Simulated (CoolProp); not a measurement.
A simple Rankine cycle with water: condensing at 318.15 K, boiler at 0.427 MPa, turbine inlet 424.2 K, turbine efficiency 0.75, pump efficiency 0.8, no recuperator. Each further row changes one setting.

Computed with CoolProp (reference Helmholtz-energy equation of state, Wagner 2002).

```tsv
case	thermal efficiency (%)	net work (kJ/kg)	heat in (kJ/kg)	turbine exit temperature (K)	volume ratio over the turbine
as stated	16.7	428	2560	318.1	30.8
turbine inlet 444.2 K	16.8	437	2610	318.1	29.7
condensing temperature 310.15 K	18.0	466	2600	310.2	45.5
boiler pressure 0.299 MPa	15.2	392	2570	318.1	21.8
turbine efficiency 0.65	14.5	371	2560	318.1	31.7
```

The expansion ends wet for: as stated; turbine inlet 444.2 K; condensing temperature 310.15 K; boiler pressure 0.299 MPa; turbine efficiency 0.65.
